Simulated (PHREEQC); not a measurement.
A solution holds 0.13 mol Cu(NO3)2, 0.00079 mol H2SO4 and 3.4e-05 mol H3BO3 per kg of water, at 20 °C. Closed to the air; pH follows from the charge balance.

Model: ion-association model, wateq4f.dat, run in PHREEQC.

Precipitation was switched off in this run.

Problem. Predict the pH, activity of water.

Solution. pH 2.92; activity of water 0.993.

Problem. In which forms is S present?

Solution. CuSO4 58 %, SO4-2 40 %, HSO4- 1.4 % of the S.

Complexes and solids missing from the database can't appear.
